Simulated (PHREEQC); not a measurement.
**Brine**

Dissolve 4.2 mol LiBr and 0.12 mol KCl per kg of water at 25 °C. Closed to the air; pH follows from the charge balance.

Equilibrium calculation in PHREEQC: Pitzer model, pitzer.dat.

No solid was allowed to form.

Problem. What activity of water does the model give?

Solution. activity of water 0.778.
